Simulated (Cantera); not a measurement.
Input (Python, Cantera):

```python
import numpy as np
import cantera as ct

gas = ct.Solution("gri30.yaml")
gas.TPX = 1125, 220, {'H2': 0.012, 'O2': 1, 'N2': 0.13}
reactor = ct.IdealGasConstPressureReactor(gas, energy="off", clone=False)
net = ct.ReactorNet([reactor])
net.rtol, net.atol = 1e-08, 1e-18
show = ['H2', 'O2', 'H2O', 'NO2', 'H', 'O']
times = np.geomspace(7e-06, 3, 12)

steps = ct.SolutionArray(gas, extra=["t"])
rows = []
print(f"{'t/s':>10s}{'T/K':>9s}{'P/Pa':>11s}" + "".join(f"{s:>11s}" for s in show))
for t in times:
    while net.time < t:
        t_next = net.step()
        steps.append(gas.state, t=t_next)
    rows.append([np.interp(t, steps.t, y) for y in (steps.T, steps.P, *steps(*show).X.T)])
    print(f"{t:10.3e}{rows[-1][0]:9.1f}{rows[-1][1]:11.4g}" + "".join(f"{x:11.3e}" for x in rows[-1][2:]))
rate = np.gradient(steps.T, steps.t)
print("integrator steps:", len(steps.t))
if steps.T.max() > steps.T[0] + 200:
    print(f"time of steepest temperature rise: {steps.t[rate.argmax()]:.4e} s")
gas.TPX = 1125, 220, {'H2': 0.012, 'O2': 1, 'N2': 0.13}
gas.equilibrate("TP")
print(f"equilibrium (TP): T = {gas.T:.1f} K  " + "  ".join(f"{s} {gas[s].X[0]:.3e}" for s in show))
```

Output:

```
       t/s      T/K       P/Pa         H2         O2        H2O        NO2          H          O
 7.000e-06   1125.0        220  1.051e-02  8.757e-01  2.194e-17  1.437e-39  2.128e-12  1.815e-14
 2.276e-05   1125.0        220  1.051e-02  8.757e-01  6.746e-16  1.257e-37  6.791e-12  1.875e-13
 7.398e-05   1125.0        220  1.051e-02  8.757e-01  2.227e-14  1.510e-35  2.080e-11  1.903e-12
 2.405e-04   1125.0        220  1.051e-02  8.757e-01  6.817e-13  2.023e-33  5.673e-11  1.769e-11
 7.818e-04   1125.0        220  1.051e-02  8.757e-01  1.744e-11  2.924e-31  1.219e-10  1.352e-10
 2.542e-03   1125.0        220  1.051e-02  8.757e-01  3.354e-10  4.168e-29  2.600e-10  8.542e-10
 8.262e-03   1125.0        220  1.051e-02  8.757e-01  7.132e-09  8.014e-27  1.389e-09  8.269e-09
 2.686e-02   1125.0        220  1.051e-02  8.757e-01  1.322e-06  1.034e-23  1.725e-07  1.157e-06
 8.732e-02   1125.0        220  3.785e-04  8.666e-01  9.085e-03  1.446e-15  1.012e-03  7.956e-03
 2.839e-01   1125.0        220  5.163e-05  8.664e-01  9.826e-03  1.413e-14  6.300e-04  8.552e-03
 9.228e-01   1125.0        220  4.480e-05  8.676e-01  9.925e-03  4.901e-14  5.046e-04  7.359e-03
 3.000e+00   1125.0        220  2.960e-05  8.702e-01  1.013e-02  1.328e-13  2.662e-04  4.784e-03
integrator steps: 700
equilibrium (TP): T = 1125.0 K  H2 5.841e-10  O2 8.750e-01  H2O 1.056e-02  NO2 1.968e-07  H 2.305e-11  O 9.264e-08
```

Cantera simulation using GRI-Mech 3.0 (53 species, 325 reactions); the numbers are that mechanism's predictions, not measurements. Radical loss at walls, strong at low pressure, is not modelled.
